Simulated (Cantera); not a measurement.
## Transport properties of process gases

Gas mixture: H2O = 0.43 (molar parts), at 0.518 Torr, frozen composition.

Cantera's kinetic-theory transport with the Lennard-Jones parameters of GRI-Mech 3.0, ideal gas; thermal conductivity in the mixture-averaged form. Polar gases are described roughly by these parameters.

```json
[
 {"T (K)": "400", "ρ (kg/m³)": "0.000374", "cp (J/kg/K)": "1902", "μ (µPa s)": "14.0", "λ (mW/m/K)": "37.0", "Pr": "0.718", "D (cm²/s) H": "3330", "D (cm²/s) NO": "574", "D (cm²/s) CH4": "585"},
 {"T (K)": "600", "ρ (kg/m³)": "0.000249", "cp (J/kg/K)": "2016", "μ (µPa s)": "21.5", "λ (mW/m/K)": "60.4", "Pr": "0.718", "D (cm²/s) H": "7140", "D (cm²/s) NO": "1220", "D (cm²/s) CH4": "1270"},
 {"T (K)": "800", "ρ (kg/m³)": "0.000187", "cp (J/kg/K)": "2150", "μ (µPa s)": "29.0", "λ (mW/m/K)": "87.3", "Pr": "0.714", "D (cm²/s) H": "12000", "D (cm²/s) NO": "2040", "D (cm²/s) CH4": "2140"},
 {"T (K)": "1000", "ρ (kg/m³)": "0.000150", "cp (J/kg/K)": "2292", "μ (µPa s)": "36.2", "λ (mW/m/K)": "117", "Pr": "0.712", "D (cm²/s) H": "17800", "D (cm²/s) NO": "3020", "D (cm²/s) CH4": "3190"},
 {"T (K)": "1200", "ρ (kg/m³)": "0.000125", "cp (J/kg/K)": "2436", "μ (µPa s)": "43.3", "λ (mW/m/K)": "148", "Pr": "0.714", "D (cm²/s) H": "24500", "D (cm²/s) NO": "4140", "D (cm²/s) CH4": "4390"},
 {"T (K)": "1400", "ρ (kg/m³)": "0.000107", "cp (J/kg/K)": "2565", "μ (µPa s)": "50.0", "λ (mW/m/K)": "179", "Pr": "0.716", "D (cm²/s) H": "31900", "D (cm²/s) NO": "5380", "D (cm²/s) CH4": "5730"}
]
```
D: mixture-averaged diffusion coefficient of that species in the mixture.
